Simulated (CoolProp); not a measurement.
Propylene along the isobar 0.636 MPa: fugacity coefficient from the reference equation and from simpler models built on Tc = 91.1 °C, pc = 4.555 MPa, ω = 0.146; each cubic takes its own stable root.

Computed with CoolProp (reference Helmholtz-energy equation of state, Lemmon 2013).

| T (°C) | phase | reference |
|---|---|---|
| -5.55 | liquid | 0.7032 |
| 25.15 | gas | 0.9112 |
| 55.95 | gas | 0.9348 |
| 86.65 | gas | 0.9506 |
| 117.45 | gas | 0.9618 |
| 148.15 | gas | 0.9700 |
| 178.85 | gas | 0.9762 |
| 209.65 | gas | 0.9810 |
| 240.35 | gas | 0.9848 |
| 271.15 | gas | 0.9877 |
| 301.85 | gas | 0.9901 |

Problem. How far does each simpler model (van der Waals, Redlich-Kwong, Soave-Redlich-Kwong, Peng-Robinson) lie from the reference over these 11 states: mean and median of the absolute difference, and the worst?

Solution. 
- van der Waals: mean 3.3 %, median 0.3 %, worst +30.1 % at -5.55 °C and 0.636 MPa
- Redlich-Kwong: mean 1.9 %, median 0.1 %, worst +18.7 % at -5.55 °C and 0.636 MPa
- Soave-Redlich-Kwong: mean 0.2 %, median 0.1 %, worst +1.1 % at -5.55 °C and 0.636 MPa
- Peng-Robinson: mean 0.3 %, median 0.3 %, worst -0.5 % at 86.65 °C and 0.636 MPa

At some of these states van der Waals gives the other phase, because its saturation line lies elsewhere.
